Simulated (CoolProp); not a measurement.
Properties of ethylene along the isotherm -67.35 °C.

Computed with CoolProp (reference Helmholtz-energy equation of state, Smukala 2000).

```csv
p (MPa),phase,Z,cv (kJ/(kg K)),speed of sound (m/s),Joule-Thomson coefficient (K/MPa),isothermal compressibility (1/MPa),fugacity coefficient
0.00797,gas,0.9986,0.9756,281.8,…,125.6,0.9986
0.0151,gas,0.9974,0.9764,…,25.17,66.40,0.9974
0.0286,gas,0.9950,0.9781,281.2,25.22,35.14,0.9950
0.0543,gas,0.9905,0.9813,280.4,25.31,18.59,0.9906
0.103,gas,0.9818,0.9876,278.9,25.49,9.892,0.9821
0.195,gas,0.9650,…,276.0,25.83,5.321,0.9662
0.37,gas,0.9312,…,270.0,26.51,2.918,0.9358
0.701,liquid,0.02245,1.319,1024,-0.2364,0.003621,0.7397
1.33,liquid,0.04250,1.319,…,-0.2450,0.003537,0.3978
2.52,liquid,0.08020,1.320,1049,-0.2603,0.003389,0.2181
```

Problem. Fill in the missing entries.

Solution. 
- 0.00797, Joule-Thomson coefficient (K/MPa): 25.14
- 0.0151, speed of sound (m/s): 281.6
- 0.195, cv (kJ/(kg K)): 1.000
- 0.37, cv (kJ/(kg K)): 1.027
- 1.33, speed of sound (m/s): 1033
